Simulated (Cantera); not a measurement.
Input (Python, Cantera):

```python
import numpy as np
import cantera as ct

gas = ct.Solution("gri30.yaml")


def delay(T, t_max=10):
    gas.TPX = T, 1200000, {'CH4': 1, 'C2H6': 0.13, 'O2': 1.29, 'N2': 4.86}
    reactor = ct.IdealGasReactor(gas, clone=False)
    net = ct.ReactorNet([reactor])
    net.rtol, net.atol = 1e-8, 1e-16
    while net.time < t_max:
        t_old, T_old = net.time, reactor.T
        net.step()
        if reactor.T > T + 400:  # ignition: a rise of 400 K
            return t_old + (T + 400 - T_old) / (reactor.T - T_old) * (net.time - t_old)
    return np.nan


taus = []
for T in [1450, 1525, 1600, 1675, 1750]:
    taus.append(delay(T))
    print(f"T0 = {T:6g} K   tau = {taus[-1]:.4e} s")

# d ln(tau) / d ln(k), from doubling and halving each rate constant
T, sens = 1675, []
for i in range(gas.n_reactions):
    gas.set_multiplier(2.0, i)
    up = delay(T)
    gas.set_multiplier(0.5, i)
    down = delay(T)
    gas.set_multiplier(1.0, i)
    sens.append((np.log(up / down) / np.log(4.0), gas.reaction(i).equation))
sens.sort(key=lambda x: -abs(x[0]))
print(f"sensitivities at {T} K")
for s, eq in sens[:10]:
    print(f"{s:8.3f}  {eq}")
```

It prints:

```
T0 =   1450 K   tau = 6.4717e-05 s
T0 =   1525 K   tau = 3.5421e-05 s
T0 =   1600 K   tau = 1.9851e-05 s
T0 =   1675 K   tau = 1.1475e-05 s
T0 =   1750 K   tau = 6.9033e-06 s
sensitivities at 1675 K
  -0.381  H + O2 <=> O + OH
  -0.297  CH3 + HO2 <=> CH3O + OH
   0.263  CH4 + H <=> CH3 + H2
  -0.193  CH3 + O2 <=> CH3O + O
  -0.177  C2H5 + O2 <=> C2H4 + HO2
   0.160  CH4 + OH <=> CH3 + H2O
  -0.145  CH3O + O2 <=> CH2O + HO2
   0.125  CH2O + H (+M) <=> CH3O (+M)
  -0.100  HCO + O2 <=> CO + HO2
  -0.091  CH3 + O2 <=> CH2O + OH
```

Computed with Cantera and GRI-Mech 3.0 (53 species, 325 reactions). The pressure lies above the range GRI-Mech 3.0 was tuned for (to about 10 atm).
